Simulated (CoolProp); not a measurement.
Vapour-liquid equilibrium of trans-2-butene (1) + ethanol (2) at 63.25 °C; x and y are mole fractions of (1).

Computed with CoolProp (multi-fluid Helmholtz-energy mixture model, Lemmon 2005 and Schroeder 2014; pair parameters Bell 2016).

| x | bubble pressure, mixture model (MPa) | bubble pressure, Raoult's law (MPa) | y, mixture model | y, Raoult's law |
|---|---|---|---|---|
| 0.05 | 0.1788 | 0.08500 | 0.702 | 0.397 |
| 0.15 | 0.3842 | 0.1471 | 0.867 | 0.688 |
| 0.25 | 0.5114 | 0.2092 | 0.903 | 0.807 |
| 0.35 | 0.5705 | 0.2712 | 0.916 | 0.871 |
| 0.45 | 0.5887 | 0.3333 | 0.920 | 0.911 |
| 0.55 | 0.5911 | 0.3954 | 0.920 | 0.939 |
| 0.65 | 0.5941 | 0.4575 | 0.921 | 0.959 |
| 0.75 | 0.6055 | 0.5195 | 0.927 | 0.974 |
| 0.85 | 0.6278 | 0.5816 | 0.942 | 0.986 |
| 0.95 | 0.6584 | 0.6437 | 0.974 | 0.996 |

The largest gap from Raoult's law is +161.2 % in bubble pressure, at x = 0.15. No azeotrope shows between x = 0.05 and 0.95.

The pair parameters rest on a limited set of measurements; away from them the model extrapolates. With so large a gap from Raoult's law the liquid may split in two, which this calculation doesn't test in full.
